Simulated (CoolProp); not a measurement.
Vapour-liquid equilibrium of R125 (1) + R134a (2) at 27.15 °C; x and y are mole fractions of (1).

The numbers come from the multi-fluid Helmholtz-energy mixture model, Lemmon 2005 and Tillner-Roth 1994; pair parameters Lemmon 2004 in CoolProp.

### Question
Give the bubble pressure and the first vapour's composition at x = 0.25, 0.35, 0.85. Is there an azeotrope?

### Answer
x = 0.25: 0.8976 MPa, y = 0.375; x = 0.35: 0.9716 MPa, y = 0.487; x = 0.85: 1.342 MPa, y = 0.901. No azeotrope shows between x = 0.05 and 0.95.

The pair parameters rest on a limited set of measurements; away from them the model extrapolates.
